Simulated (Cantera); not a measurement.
Diamond growth

A diamond (100) surface in a fixed gas of H2 with x(CH4) = 0.018, x(H) = 0.044, at 1098 K, 24.0 Torr; coverages are run to steady state.

Detailed kinetics in Cantera: the Harris–Goodwin 1993 mechanism for the reconstructed diamond (100) surface.

```json
[
 {"x(CH3)": "1e-06", "growth (µm/h)": "0.0239", "θ c6HH": "0.512", "θ c6H*": "0.0280", "θ c6*H": "0.441", "θ c6**": "0.0184", "θ c6HM": "7.99e-6"},
 {"x(CH3)": "2.7e-06", "growth (µm/h)": "0.0647", "θ c6HH": "0.512", "θ c6H*": "0.0280", "θ c6*H": "0.441", "θ c6**": "0.0184", "θ c6HM": "2.16e-5"},
 {"x(CH3)": "7.5e-06", "growth (µm/h)": "0.180", "θ c6HH": "0.512", "θ c6H*": "0.0280", "θ c6*H": "0.441", "θ c6**": "0.0184", "θ c6HM": "5.99e-5"},
 {"x(CH3)": "2.1e-05", "growth (µm/h)": "0.503", "θ c6HH": "0.512", "θ c6H*": "0.0280", "θ c6*H": "0.441", "θ c6**": "0.0184", "θ c6HM": "0.000168"},
 {"x(CH3)": "5.7e-05", "growth (µm/h)": "1.36", "θ c6HH": "0.512", "θ c6H*": "0.0280", "θ c6*H": "0.441", "θ c6**": "0.0184", "θ c6HM": "0.000455"},
 {"x(CH3)": "0.00016", "growth (µm/h)": "3.82", "θ c6HH": "0.512", "θ c6H*": "0.0280", "θ c6*H": "0.440", "θ c6**": "0.0184", "θ c6HM": "0.00128"},
 {"x(CH3)": "0.00043", "growth (µm/h)": "10.2", "θ c6HH": "0.510", "θ c6H*": "0.0279", "θ c6*H": "0.439", "θ c6**": "0.0183", "θ c6HM": "0.00341"},
 {"x(CH3)": "0.0012", "growth (µm/h)": "28.2", "θ c6HH": "0.505", "θ c6H*": "0.0276", "θ c6*H": "0.435", "θ c6**": "0.0181", "θ c6HM": "0.00942"},
 {"x(CH3)": "0.0032", "growth (µm/h)": "73.2", "θ c6HH": "0.494", "θ c6H*": "0.0270", "θ c6*H": "0.424", "θ c6**": "0.0174", "θ c6HM": "0.0244"}
]
```
θ: site fractions in the mechanism's names (c6HH fully hydrogenated, c6H* and c6*H radical sites, c6** diradical, c6HM methylated).
